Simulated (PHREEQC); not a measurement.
Leach liquor: speciation

Dissolve 0.0057 mol H2SO4 and 0.044 mol Al2(SO4)3 per kg of water at 20 °C. Closed to the air; pH follows from the charge balance.

Model: ion-association model, phreeqc.dat, run in PHREEQC.

Each row changes one thing in this solution. Precipitation was switched off in this run.

| case | pH | ionic strength (mol/kgw) | AlSO4+ (mol/kgw) | SO4-2 (mol/kgw) | Al(SO4)2- (mol/kgw) | Al+3 (mol/kgw) | SI of Gibbsite (Al(OH)3) |
|---|---|---|---|---|---|---|---|
| as made | 2.34 | 0.154 | 0.0590 | 0.0335 | 0.0198 | 0.00923 | -4.24 |
| Al2(SO4)3 from 0.044 to 0.022 mol/kgw | 2.27 | 0.0908 | 0.0309 | 0.0207 | 0.00764 | 0.00544 | … |
| diluted 100-fold with water | 3.93 | 0.00381 | 0.000471 | 0.000879 | 9.84e-6 | 0.000381 | -0.26 |
| diluted 10-fold with water | 3.10 | 0.0235 | 0.00641 | 0.00580 | 0.000648 | 0.00173 | -2.32 |
| temperature from 20 to 15 °C | 2.32 | 0.156 | 0.0587 | 0.0342 | … | 0.00959 | … |

### Question
Some entries are withheld; supply them.

### Answer

- Al2(SO4)3 from 0.044 to 0.022 mol/kgw, SI of Gibbsite (Al(OH)3): -4.59
- temperature from 20 to 15 °C, Al(SO4)2- (mol/kgw): 0.0196
- temperature from 20 to 15 °C, SI of Gibbsite (Al(OH)3): -4.57

Species that the database lacks are ignored.
